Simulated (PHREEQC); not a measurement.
0.075 g of hydrous ferric oxide (600 m²/g; 0.2 weak and 0.005 strong sites per Fe, Dzombak-Morel constants, diffuse double layer) in 1 kg of water with 0.001 mol/kgw of an inert sodium salt and 0.0042 mmol/kgw H3BO3 and 0.03 mmol/kgw MgCl2, at 25 °C; the pH is set by adding NaOH or the inert anion's acid. O2 is buffered at 0.21 atm. CO2 from the air is kept out. Precipitation was switched off in this run.

Computed with PHREEQC (ion-association model, wateq4f.dat).

Problem. Predict Mg sorbed (%), surface charge σ (C/m²), surface potential ψ (mV) at pH = 3, 7, 9, 9.67, 10.33.

Solution. 
```json
[
 {"pH": "3", "Mg sorbed (%)": "0.0", "surface charge σ (C/m²)": "0.255", "surface potential ψ (mV)": "233"},
 {"pH": "7", "Mg sorbed (%)": "0.2", "surface charge σ (C/m²)": "0.006", "surface potential ψ (mV)": "64"},
 {"pH": "9", "Mg sorbed (%)": "88.5", "surface charge σ (C/m²)": "-0.003", "surface potential ψ (mV)": "-32"},
 {"pH": "9.67", "Mg sorbed (%)": "99.3", "surface charge σ (C/m²)": "-0.007", "surface potential ψ (mV)": "-68"},
 {"pH": "10.33", "Mg sorbed (%)": "100.0", "surface charge σ (C/m²)": "-0.016", "surface potential ψ (mV)": "-104"}
]
```

The oxide is taken as insoluble; below pH 4 it would dissolve.
